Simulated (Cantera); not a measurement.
Input (Python, Cantera) and output of one run.

```python
import numpy as np
import cantera as ct

gas_names = """
    CL CL2 H HCL H2 Si SiCL SiCL2 SiCL3 SiCL4 SiH SiHCL3 SiH2 SiH2CL2 SiH3 SiH3CL SiH4 Si2 Si3
""".split()
cond_names = """
    Si(cr) Si(L)
""".split()


def load(file, names, dense=False):
    # The tables refer to 1 bar. Condensed volumes are neglected.
    table = {s.name: s for s in ct.Species.list_from_file(file)}
    out = []
    for n in names:
        d = dict(table[n].input_data)
        d["thermo"] = dict(d["thermo"], **{"reference-pressure": 1e5})
        if dense:
            d["equation-of-state"] = {"model": "constant-volume", "density": "1e6 g/cm^3"}
        out.append(ct.Species.from_dict(d))
    return out


gas = ct.Solution(thermo="ideal-gas", species=load("nasa_gas.yaml", gas_names))
cond = {s.name: ct.Solution(thermo="fixed-stoichiometry", species=[s], name=s.name)
        for s in load("nasa_condensed.yaml", cond_names, dense=True)}
atoms = {
    'Si': {'Si': 1},
    'HCl': {'H': 1, 'CL': 1},
    'H2': {'H': 2},
    'Cl2': {'CL': 2},
}
top_T = {}  # K; cautious upper limits of use, not melting points


def equilibrate(T, P, feed):
    n = {}
    for name, mol in feed.items():
        for a, k in atoms[name].items():
            n[a] = n.get(a, 0.0) + k * mol
    gas.TPX = T, P, n
    mass = sum(n.values()) * gas.mean_molecular_weight
    gas.equilibrate("TP")
    valid = [c for c in cond.values() if c.min_temp <= T <= top_T.get(c.name, c.max_temp)]
    mix = ct.Mixture([(gas, mass / gas.mean_molecular_weight)] + [(c, 0.0) for c in valid])
    mix.T, mix.P = T, P
    mix.equilibrate("TP", solver="vcs", rtol=1e-11, max_steps=5000)
    return mix


results = []
feed = {'Si': 1, 'HCl': 1.3, 'H2': 3.3, 'Cl2': 2.3}  # mol
P = 230000  # Pa
for T in [500, 600, 700, 800, 900, 1000, 1100, 1200, 1300, 1400]:
    mix = equilibrate(T, P, feed)
    results.append((T, P, feed, dict(zip(mix.species_names, mix.species_moles))))
    x = sorted(zip(gas.X, gas.species_names), reverse=True)
    print(f"T = {T:g} K  P = {P:g} Pa  gas = {mix.phase_moles(0):.4g} mol")
    print("   x: " + "  ".join(f"{s} {v:.3e}" for v, s in x if v > 0.0001))
    print("   condensed (mol): " + ("  ".join(f"{mix.phase(i).name} {mix.phase_moles(i):.4g}"
          for i in range(1, mix.n_phases) if mix.phase_moles(i) > 1e-12) or "none"))
```

Output:

```
T = 500 K  P = 230000 Pa  gas = 5.9 mol
   x: H2 5.085e-01  HCL 3.220e-01  SiCL4 1.695e-01
   condensed (mol): none
T = 600 K  P = 230000 Pa  gas = 5.9 mol
   x: H2 5.085e-01  HCL 3.220e-01  SiCL4 1.695e-01
   condensed (mol): none
T = 700 K  P = 230000 Pa  gas = 5.9 mol
   x: H2 5.084e-01  HCL 3.221e-01  SiCL4 1.694e-01
   condensed (mol): none
T = 800 K  P = 230000 Pa  gas = 5.9 mol
   x: H2 5.082e-01  HCL 3.223e-01  SiCL4 1.693e-01  SiHCL3 2.413e-04
   condensed (mol): none
T = 900 K  P = 230000 Pa  gas = 5.9 mol
   x: H2 5.077e-01  HCL 3.228e-01  SiCL4 1.687e-01  SiHCL3 7.538e-04
   condensed (mol): none
T = 1000 K  P = 230000 Pa  gas = 5.9 mol
   x: H2 5.066e-01  HCL 3.239e-01  SiCL4 1.676e-01  SiHCL3 1.847e-03
   condensed (mol): none
T = 1100 K  P = 230000 Pa  gas = 5.901 mol
   x: H2 5.045e-01  HCL 3.260e-01  SiCL4 1.655e-01  SiHCL3 3.777e-03  SiCL3 1.960e-04
   condensed (mol): none
T = 1200 K  P = 230000 Pa  gas = 5.903 mol
   x: H2 5.010e-01  HCL 3.296e-01  SiCL4 1.617e-01  SiHCL3 6.686e-03  SiCL3 9.175e-04
   condensed (mol): none
T = 1300 K  P = 230000 Pa  gas = 5.912 mol
   x: H2 4.948e-01  HCL 3.360e-01  SiCL4 1.550e-01  SiHCL3 1.040e-02  SiCL3 3.249e-03  SiCL2 4.042e-04
   condensed (mol): none
T = 1400 K  P = 230000 Pa  gas = 5.941 mol
   x: H2 4.837e-01  HCL 3.479e-01  SiCL4 1.428e-01  SiHCL3 1.405e-02  SiCL3 8.914e-03  SiCL2 2.362e-03  SiH2CL2 2.080e-04
   condensed (mol): none
```

Method: chemical equilibrium by Gibbs-energy minimisation in Cantera with the NASA 1993 tables (ideal gas, pure condensed phases). The tables' values for SiCl3 are old estimates; treat these amounts as uncertain.
